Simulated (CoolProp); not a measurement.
Computed with CoolProp (reference Helmholtz-energy equation of state, Thol 2019).

Question: For tetradecamethylhexasiloxane (MD4M), give the phase and the cp (kJ/(kg K)), cv (kJ/(kg K)), speed of sound (m/s) at 620 K and 0.159 bar; 620 K and 0.6 bar.

Answer: 
- 620 K and 0.159 bar: gas; cp 2.09, cv 2.07, speed of sound 105
- 620 K and 0.6 bar: gas; cp 2.09, cv 2.07, speed of sound 103
